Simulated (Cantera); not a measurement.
Premixed flame

A freely propagating, adiabatic, planar premixed flame of 26.7 % H₂, 15.4 % O₂, 57.9 % N₂, equivalence ratio 0.87, unburnt at 448 K and 3750 Torr; mixture-averaged transport, grid criteria slope 0.08 and curve 0.16, no radiation.

Detailed kinetics in Cantera: the H2/O2 subset of GRI-Mech 3.0, which has no nitrogen chemistry. The hydrogen kinetics of GRI-Mech 3.0 are dated; newer H2 mechanisms differ, most at raised pressure. Burning velocities carry a grid error of a few per cent, more on coarse grids.

```json
[
 {"z (mm)": "-0.162", "T (K)": "448", "u (m/s)": "3.03", "x H₂": "0.267", "x O₂": "0.154", "x OH": "<1e-8", "x HO₂": "<1e-8", "x O": "<1e-8", "x H": "<1e-8"},
 {"z (mm)": "-0.108", "T (K)": "448", "u (m/s)": "3.03", "x H₂": "0.267", "x O₂": "0.154", "x OH": "<1e-8", "x HO₂": "2.22e-8", "x O": "<1e-8", "x H": "<1e-8"},
 {"z (mm)": "-0.0810", "T (K)": "448", "u (m/s)": "3.03", "x H₂": "0.266", "x O₂": "0.154", "x OH": "<1e-8", "x HO₂": "2.62e-7", "x O": "<1e-8", "x H": "<1e-8"},
 {"z (mm)": "-0.0540", "T (K)": "451", "u (m/s)": "3.03", "x H₂": "0.261", "x O₂": "0.155", "x OH": "<1e-8", "x HO₂": "4.29e-6", "x O": "9.23e-8", "x H": "<1e-8"},
 {"z (mm)": "-0.0270", "T (K)": "532", "u (m/s)": "3.45", "x H₂": "0.229", "x O₂": "0.159", "x OH": "2.29e-5", "x HO₂": "0.000422", "x O": "6.60e-6", "x H": "8.24e-6"},
 {"z (mm)": "-0.0135", "T (K)": "861", "u (m/s)": "5.37", "x H₂": "0.177", "x O₂": "0.150", "x OH": "0.000875", "x HO₂": "0.000915", "x O": "0.000254", "x H": "0.00134"},
 {"z (mm)": "0", "T (K)": "1319", "u (m/s)": "8.03", "x H₂": "0.110", "x O₂": "0.114", "x OH": "0.00290", "x HO₂": "0.000432", "x O": "0.00237", "x H": "0.00877"},
 {"z (mm)": "0.0135", "T (K)": "1640", "u (m/s)": "9.91", "x H₂": "0.0582", "x O₂": "0.0731", "x OH": "0.00741", "x HO₂": "0.000214", "x O": "0.00551", "x H": "0.0158"},
 {"z (mm)": "0.0270", "T (K)": "1824", "u (m/s)": "11.0", "x H₂": "0.0339", "x O₂": "0.0501", "x OH": "0.0116", "x HO₂": "0.000118", "x O": "0.00683", "x H": "0.0162"},
 {"z (mm)": "0.0540", "T (K)": "2007", "u (m/s)": "12.0", "x H₂": "0.0213", "x O₂": "0.0371", "x OH": "0.0144", "x HO₂": "6.01e-5", "x O": "0.00607", "x H": "0.0113"},
 {"z (mm)": "0.108", "T (K)": "2159", "u (m/s)": "12.8", "x H₂": "0.0148", "x O₂": "0.0321", "x OH": "0.0137", "x HO₂": "3.07e-5", "x O": "0.00380", "x H": "0.00560"},
 {"z (mm)": "0.216", "T (K)": "2266", "u (m/s)": "13.4", "x H₂": "0.00890", "x O₂": "0.0292", "x OH": "0.0112", "x HO₂": "1.52e-5", "x O": "0.00201", "x H": "0.00226"},
 {"z (mm)": "0.432", "T (K)": "2327", "u (m/s)": "13.7", "x H₂": "0.00478", "x O₂": "0.0277", "x OH": "0.00848", "x HO₂": "8.28e-6", "x O": "0.00102", "x H": "0.000830"}
]
```
x: mole fraction of selected species; z is measured from the peak of heat release.

```
Property                      Value
------------------------  ---------
laminar burning velocity   303 cm/s
thermal thickness         0.0540 mm
peak x(OH)                   0.0145
peak x(HO₂)                 0.00103
peak x(O)                   0.00689
peak x(H)                    0.0167
```
